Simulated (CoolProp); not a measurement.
Octamethyltrisiloxane (MDM) along the isotherm 133.15 °C: density (kg/m³) from the reference equation and from simpler models built on Tc = 292.2 °C, pc = 1.438 MPa, ω = 0.528; each cubic takes its own stable root.

The numbers come from the reference Helmholtz-energy equation of state, Thol 2017 in CoolProp.

```csv
p (MPa),phase,reference,van der Waals,Soave-Redlich-Kwong
0.0227,gas,1.620,1.606,1.617
0.0431,gas,3.131,3.078,3.119
0.0817,liquid,698.9,5.946,637.7
0.155,liquid,699.1,11.73,638.2
0.294,liquid,699.7,24.32,639.0
0.557,liquid,700.6,409.3,640.6
1.06,liquid,702.4,415.8,643.5
2,liquid,705.6,425.8,648.6
3.79,liquid,711.4,440.0,657.3
7.19,liquid,721.1,458.6,671.1
```

At some of these states van der Waals gives the other phase, because its saturation line lies elsewhere.
